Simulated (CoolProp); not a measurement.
Vapour-liquid equilibrium of fluoroethane (R161) (1) + R1234yf (2) at 223.4 K; x and y are mole fractions of (1).

Values from CoolProp's multi-fluid Helmholtz-energy mixture model, Wu 2012 and Lemmon 2022; pair parameters Bell 2016.

| x | bubble pressure (kPa) | y at the bubble point | dew pressure at overall composition x (kPa) | liquid density (mol/L) |
|---|---|---|---|---|
| 0.05 | 39.07 | 0.081 | 38.55 | 11.76 |
| 0.125 | 41.00 | [?] | 39.81 | 12.09 |
| 0.2 | 42.82 | 0.290 | [?] | 12.42 |
| 0.275 | 44.55 | 0.378 | 42.54 | 12.78 |
| 0.35 | [?] | 0.458 | 44.00 | 13.15 |
| 0.425 | 47.68 | 0.531 | 45.50 | 13.54 |
| 0.5 | 49.08 | [?] | 47.04 | 13.95 |
| 0.575 | [?] | 0.662 | [?] | 14.38 |
| 0.65 | 51.57 | 0.723 | 50.13 | 14.84 |
| 0.725 | 52.67 | 0.782 | 51.62 | [?] |
| 0.8 | 53.68 | 0.840 | 53.00 | 15.84 |
| 0.875 | 54.58 | 0.899 | 54.23 | 16.39 |
| 0.95 | [?] | 0.959 | 55.28 | 16.96 |

Q: Some entries are withheld; supply them.

A: 
- 0.125, y at the bubble point: 0.192
- 0.2, dew pressure at overall composition x (kPa): 41.15
- 0.35, bubble pressure (kPa): 46.17
- 0.5, y at the bubble point: 0.598
- 0.575, bubble pressure (kPa): 50.38
- 0.575, dew pressure at overall composition x (kPa): 48.60
- 0.725, liquid density (mol/L): 15.33
- 0.95, bubble pressure (kPa): 55.38

No azeotrope shows between x = 0.05 and 0.95.

Pair parameters are fitted to limited data, so mixtures are less certain than the pure fluids.
